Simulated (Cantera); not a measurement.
**Adiabatic ignition**

An adiabatic, constant-volume homogeneous reactor starts with CH₄ : O₂ : N₂ = 1 : 1.67 : 6.27 (molar parts), at 1675 K and 100000 Pa.

Model: GRI-Mech 3.0 (53 species, 325 reactions), integrated in Cantera.

| t (s) | T (K) | P (bar) | x CH₄ | x O₂ | x HCN | x NO | x O | x CH₂O |
|---|---|---|---|---|---|---|---|---|
| 1.00e-6 | 1675 | 1.000 | 0.112 | 0.187 | <1e-12 | <1e-12 | 5.58e-8 | 1.12e-8 |
| 5.76e-6 | 1675 | 1.000 | 0.112 | 0.187 | <1e-12 | <1e-12 | 7.98e-8 | 5.22e-7 |
| 3.32e-5 | 1675 | 1.000 | 0.112 | 0.187 | <1e-12 | <1e-12 | 2.59e-7 | 2.57e-5 |
| 0.000191 | 1703 | 1.02 | 0.103 | 0.182 | 5.15e-11 | 9.93e-11 | 7.03e-6 | 0.00213 |
| 0.00110 | 2978 | 1.93 | <1e-12 | 0.0113 | 1.24e-8 | 0.00959 | 0.00806 | 2.19e-9 |
| 0.00635 | 2977 | 1.93 | <1e-12 | 0.0113 | 1.26e-8 | 0.00972 | 0.00804 | 2.19e-9 |
| 0.0366 | 2977 | 1.93 | <1e-12 | 0.0113 | 1.26e-8 | 0.00972 | 0.00804 | 2.19e-9 |
| 0.211 | 2977 | 1.93 | <1e-12 | 0.0113 | 1.26e-8 | 0.00972 | 0.00804 | 2.19e-9 |
| 1.21 | 2977 | 1.93 | <1e-12 | 0.0113 | 1.26e-8 | 0.00972 | 0.00804 | 2.19e-9 |
| 7.00 | 2977 | 1.93 | <1e-12 | 0.0113 | 1.26e-8 | 0.00972 | 0.00804 | 2.19e-9 |
x: mole fraction; the columns are a selection and need not sum to one.

```yaml
time_of_steepest_temperature_rise: 0.255 ms
temperature at 7.00 s: 2977 K
equilibrium_temperature: 2977 K
x(CH₄) at 7.00 s: <1e-12 (gas-phase equilibrium <1e-12)
x(O₂) at 7.00 s: 0.0113 (gas-phase equilibrium 0.0113)
x(HCN) at 7.00 s: 1.26e-8 (gas-phase equilibrium 1.26e-8)
```
